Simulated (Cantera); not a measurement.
Input: 1 mol trisilylamine, 2.9 mol N₂, at 1625 K and 51.0 Pa.

These are equilibrium values from Cantera (NASA tables, ideal gas, pure condensed phases), not measurements of a reactor. Candidate condensed phases: Si, Si₃N₄; 18 gas species. The feed counts by its element totals alone. Equilibrium is a limit: real reactors are often held back by kinetics, nucleation or transport.

Task: What is the equilibrium state?

Result: 
```
Property       Result
----------  ---------
x(H₂)           0.568
x(N₂)           0.430
x(H)          0.00235
x(Si)        0.000319
x(SiH)        1.08e-5
x(Si₂N)       6.39e-6
x(SiH₂)       3.75e-6
x(SiN)        3.71e-6
n(Si(s))     3.00 mol
gas amount  7.912 mol
```
